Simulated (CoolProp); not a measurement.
n-dodecane along the isotherm 620 K: fugacity coefficient from the reference equation and from simpler models built on Tc = 658.1 K, pc = 18.18 bar, ω = 0.574; each cubic takes its own stable root.

The numbers come from the reference Helmholtz-energy equation of state, Lemmon 2004 in CoolProp. It is a short technical equation, of lower accuracy than the large ones.

| p (bar) | phase | reference | van der Waals | Redlich-Kwong | Peng-Robinson |
|---|---|---|---|---|---|
| 0.0287 | gas | 0.9992 | 0.9995 | 0.9994 | 0.9993 |
| 0.0545 | gas | 0.9985 | 0.9990 | 0.9988 | 0.9986 |
| 0.103 | gas | 0.9971 | 0.9981 | 0.9977 | 0.9973 |
| 0.196 | gas | 0.9945 | 0.9963 | 0.9956 | 0.9950 |
| 0.371 | gas | 0.9897 | 0.9930 | 0.9918 | 0.9905 |
| 0.704 | gas | 0.9804 | 0.9867 | 0.9844 | 0.9819 |
| 1.33 | gas | 0.9632 | 0.9750 | 0.9706 | 0.9660 |
| 2.53 | gas | 0.9305 | 0.9524 | 0.9442 | 0.9357 |
| 4.79 | gas | 0.8701 | 0.9101 | 0.8951 | 0.8795 |
| 9.09 | gas | 0.7582 | 0.8291 | 0.8024 | 0.7747 |
